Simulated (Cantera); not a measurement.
Ammonia decomposition in nitride growth gas

An isothermal, constant-pressure homogeneous reactor starts with NH3 : H2 = 1 : 0.11 (molar parts), at 1400 K and 135 Torr.

Cantera simulation using the gas-phase N/H chemistry of the illustrative SiF4/NH3 mechanism in the Surface Chemkin manual (1991); the numbers are that mechanism's predictions, not measurements. Walls and surfaces, which speed up NH3 decomposition in real reactors, are not modelled.

```csv
t (s),x NH3,x H2,x N,x N2,x NH
0.000400,0.901,0.0991,<1e-12,<1e-12,<1e-12
0.00123,0.901,0.0991,<1e-12,8.16e-12,7.29e-12
0.00381,0.901,0.0991,<1e-12,5.79e-10,7.20e-11
0.0118,0.901,0.0991,1.68e-12,2.57e-8,6.85e-10
0.0363,0.901,0.0991,4.25e-11,8.71e-7,6.07e-9
0.112,0.901,0.0992,3.64e-10,1.88e-5,2.68e-8
0.346,0.900,0.0994,4.43e-10,0.000117,3.07e-8
1.07,0.899,0.100,4.44e-10,0.000426,3.07e-8
3.30,0.896,0.103,4.46e-10,0.00137,3.07e-8
10.2,0.885,0.111,4.51e-10,0.00424,3.05e-8
31.5,0.853,0.135,4.61e-10,0.0126,3.00e-8
97.2,0.768,0.197,4.61e-10,0.0348,2.81e-8
300,0.594,0.325,4.08e-10,0.0807,2.31e-8
```
x: mole fraction; the columns are a selection and need not sum to one.

Equilibrium at this temperature and pressure: NH3 4.91e-6, H2 0.763, N <1e-12, N2 0.237, NH <1e-12 (gas phase only).
